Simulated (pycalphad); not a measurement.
An equivalent pycalphad script:

```python
from pycalphad import Database, equilibrium, calculate, variables as v
import numpy as np
db = Database('COST507.tdb')
comps = ['AL', 'SI', 'MG', 'FE', 'VA']
phases = ['AL13FE4', 'AL2FE', 'AL5FE2', 'AL5FE4', 'ALFESI_ALPHA', 'ALFESI_BETA', 'ALFESI_DELTA', 'ALFESI_GAMMA', 'ALFESI_TAU1', 'ALFESI_TAU3', 'ALMG_BETA', 'ALMG_EPS', 'ALMG_GAMMA', 'BCC_B2', 'DIAMOND_A4', 'FCC_A1', 'FE2SI', 'FE5SI3', 'FESI', 'FESI2_H', 'FESI2_L', 'HCP_A3', 'LIQUID', 'MG2SI']
eq = equilibrium(db, comps, phases, {v.X('SI'): 0.0073, v.X('MG'): 0.0176, v.X('FE'): 0.0094, v.T: np.arange(1650, 349, -40), v.P: 101325, v.N: 1}, output=['HM', 'SM'])
```

Computed with pycalphad from the COST 507 light-alloy database (1999), at 1 atm. No gas phase is included, though pure Mg would boil below 1650 K. The database dates from 1999; later assessments differ in places, in temperatures and in the compounds included. The system is extrapolated from its subsystems; higher-order compounds may be missing. Phase fractions are per mole of atoms. Diffusion is slow at the low end, where real alloys seldom reach equilibrium.

Results at three of the temperatures:

```
T = 1570.00 K, P = 101325 Pa, N = 1 mol of atoms
G = -91859 J/mol, H = 48282 J/mol, S = 89.26 J/(mol K)  (SER reference)
chemical potentials (J/mol): Al -89502, Si -134892, Mg -146464, Fe -198267
phase             fraction      x(Al)      x(Si)      x(Mg)      x(Fe)
LIQUID              1.0000     0.9657     0.0073     0.0176     0.0094
```

```
T = 1450.00 K, P = 101325 Pa, N = 1 mol of atoms
G = -81297 J/mol, H = 44462 J/mol, S = 86.73 J/(mol K)  (SER reference)
chemical potentials (J/mol): Al -79064, Si -119441, Mg -132276, Fe -185658
phase             fraction      x(Al)      x(Si)      x(Mg)      x(Fe)
LIQUID              1.0000     0.9657     0.0073     0.0176     0.0094
```

```
T = 530.00 K, P = 101325 Pa, N = 1 mol of atoms
G = -18389 J/mol, H = 4406 J/mol, S = 43.01 J/(mol K)  (SER reference)
chemical potentials (J/mol): Al -16863, Si -35954, Mg -37270, Fe -126156
phase             fraction      x(Al)      x(Si)      x(Mg)      x(Fe)
FCC_A1              0.9382     0.9968   9.98e-07     0.0032   1.53e-07
AL13FE4             0.0399     0.7647   2.09e-07       none     0.2353
MG2SI               0.0219       none     0.3333     0.6667       none
```

Changes of the phase set, refined by bisection:

```tsv
T (K)	phases above	phases below
949.4	liquid	AL13FE4 + liquid
915.7	AL13FE4 + liquid	AL13FE4 + fcc + liquid
883.8	AL13FE4 + fcc + liquid	AL13FE4 + ALFESI_ALPHA + fcc + liquid
877.7	AL13FE4 + ALFESI_ALPHA + fcc + liquid	ALFESI_ALPHA + fcc + liquid
869.3	ALFESI_ALPHA + fcc + liquid	ALFESI_ALPHA + fcc
857.1	ALFESI_ALPHA + fcc	ALFESI_ALPHA + fcc + MG2SI
792.4	ALFESI_ALPHA + fcc + MG2SI	AL13FE4 + ALFESI_ALPHA + fcc + MG2SI
660.2	AL13FE4 + ALFESI_ALPHA + fcc + MG2SI	AL13FE4 + fcc + MG2SI
```

Database names, with the compositions (at.%) that they take in these runs: AL13FE4: Al 76 Fe 24; ALFESI_ALPHA: Al 73 Fe 19 Si 7; MG2SI: Mg 67 Si 33. FCC_A1 is fcc. An entry "none" or "no" means that the model of the phase leaves that element out.
